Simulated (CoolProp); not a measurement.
A closed Brayton cycle with carbon dioxide: compressor inlet 315.15 K and 9.5 MPa, high pressure 19.2 MPa, turbine inlet 695 K, compressor efficiency 0.85, turbine efficiency 0.93, recuperator effectiveness 0.8 (on enthalpy, no pinch check). Each further row changes one setting.

Computed with CoolProp (reference Helmholtz-energy equation of state, Span 1996).

```csv
case,thermal efficiency (%),net work (kJ/kg),compressor to turbine work,compressor exit (K),turbine exit (K)
as stated,24.2,60.5,0.25,345.8,615.4
turbine inlet 645 K,?,53.4,?,345.8,568.5
compressor inlet 325.15 K,?,50.6,0.37,?,615.4
high pressure 16.3 MPa,21.1,48.4,?,338.5,?
recuperator effectiveness 0.5,17.3,60.5,0.25,345.8,615.4
```

### Question
Some entries are withheld; supply them.

### Answer

- turbine inlet 645 K, thermal efficiency (%): 23.1
- turbine inlet 645 K, compressor to turbine work: 0.27
- compressor inlet 325.15 K, thermal efficiency (%): 23.9
- compressor inlet 325.15 K, compressor exit (K): 376.2
- high pressure 16.3 MPa, compressor to turbine work: 0.23
- high pressure 16.3 MPa, turbine exit (K): 633.7
